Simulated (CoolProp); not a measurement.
Vapour-liquid equilibrium of ethanol (1) + n-heptane (2) at 78.45 °C; x and y are mole fractions of (1).

Computed with CoolProp (multi-fluid Helmholtz-energy mixture model, Schroeder 2014 and Span 2003; pair parameters Bell 2016).

Question: Give the bubble pressure and the first vapour's composition at x = 0.05, 0.35, 0.95. Is there an azeotrope?

Answer: x = 0.05: 0.08403 MPa, y = 0.373; x = 0.35: 0.1250 MPa, y = 0.619; x = 0.95: 0.1101 MPa, y = 0.881. y crosses x between x = 0.575 and 0.65: the model has an azeotrope there.

The pair parameters rest on a limited set of measurements; away from them the model extrapolates. With so large a gap from Raoult's law the liquid may split in two, which this calculation doesn't test in full.
